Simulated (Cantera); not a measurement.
**Diamond growth**

A diamond (100) surface in a fixed gas of H2 with x(CH4) = 0.017, x(H) = 0.00064, x(CH3) = 0.00014, at 1350 K; coverages are run to steady state.

Detailed kinetics in Cantera: the Harris–Goodwin 1993 mechanism for the reconstructed diamond (100) surface.

```json
[
 {"P (Pa)": "1400", "growth (µm/h)": "0.0476", "θ c6HH": "0.444", "θ c6H*": "0.0489", "θ c6*H": "0.482", "θ c6**": "0.0241", "θ c6HM": "2.24e-5"},
 {"P (Pa)": "2300", "growth (µm/h)": "0.109", "θ c6HH": "0.445", "θ c6H*": "0.0489", "θ c6*H": "0.482", "θ c6**": "0.0240", "θ c6HM": "3.80e-5"},
 {"P (Pa)": "3700", "growth (µm/h)": "0.231", "θ c6HH": "0.445", "θ c6H*": "0.0488", "θ c6*H": "0.482", "θ c6**": "0.0239", "θ c6HM": "6.33e-5"},
 {"P (Pa)": "5900", "growth (µm/h)": "0.457", "θ c6HH": "0.445", "θ c6H*": "0.0488", "θ c6*H": "0.481", "θ c6**": "0.0238", "θ c6HM": "0.000104"},
 {"P (Pa)": "9500", "growth (µm/h)": "0.883", "θ c6HH": "0.445", "θ c6H*": "0.0488", "θ c6*H": "0.481", "θ c6**": "0.0237", "θ c6HM": "0.000172"},
 {"P (Pa)": "15000", "growth (µm/h)": "1.61", "θ c6HH": "0.445", "θ c6H*": "0.0488", "θ c6*H": "0.481", "θ c6**": "0.0237", "θ c6HM": "0.000276"},
 {"P (Pa)": "25000", "growth (µm/h)": "3.13", "θ c6HH": "0.444", "θ c6H*": "0.0488", "θ c6*H": "0.481", "θ c6**": "0.0236", "θ c6HM": "0.000465"},
 {"P (Pa)": "40000", "growth (µm/h)": "5.79", "θ c6HH": "0.444", "θ c6H*": "0.0488", "θ c6*H": "0.480", "θ c6**": "0.0236", "θ c6HM": "0.000744"}
]
```
θ: site fractions in the mechanism's names (c6HH fully hydrogenated, c6H* and c6*H radical sites, c6** diradical, c6HM methylated).
